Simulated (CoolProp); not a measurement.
Benzene along the isotherm 99.25 °C: Z from the reference equation and from simpler models built on Tc = 288.9 °C, pc = 4.906 MPa, ω = 0.211; each cubic takes its own stable root.

Values from CoolProp's reference Helmholtz-energy equation of state, Thol 2012.

```
p (MPa)   phase  reference  van der Waals  Redlich-Kwong  Soave-Redlich-Kwong  Peng-Robinson
-------  ------  ---------  -------------  -------------  -------------------  -------------
0.0388      gas     0.9894         0.9939         0.9915               0.9908         0.9904
0.0569      gas     0.9843         0.9910         0.9875               0.9864         0.9858
0.0836      gas     0.9768         0.9867         0.9816               0.9800         0.9791
0.123       gas     0.9654         0.9803         0.9727               0.9703         0.9690
0.264    liquid   0.008413         0.9567         0.9396             0.009182       0.008118
0.388    liquid    0.01236         0.9349        0.01388              0.01349        0.01193
0.569    liquid    0.01812         0.9012        0.02035              0.01977        0.01748
0.836    liquid    0.02661        0.04365        0.02986              0.02903        0.02567
1.23     liquid    0.03913        0.06403        0.04387              0.04266        0.03773
1.8      liquid    0.05720        0.09332        0.06406              0.06233        0.05514
2.64     liquid    0.08376         0.1361        0.09368              0.09119        0.08071
3.88     liquid     0.1228         0.1985         0.1371               0.1336         0.1183
5.69     liquid     0.1796         0.2881         0.1998               0.1950         0.1728
8.36     liquid     0.2627         0.4178         0.2912               0.2846         0.2524
12.3     liquid     0.3841         0.6047         0.4238               0.4151         0.3685
```

At some of these states van der Waals, Redlich-Kwong gives the other phase, because its saturation line lies elsewhere.
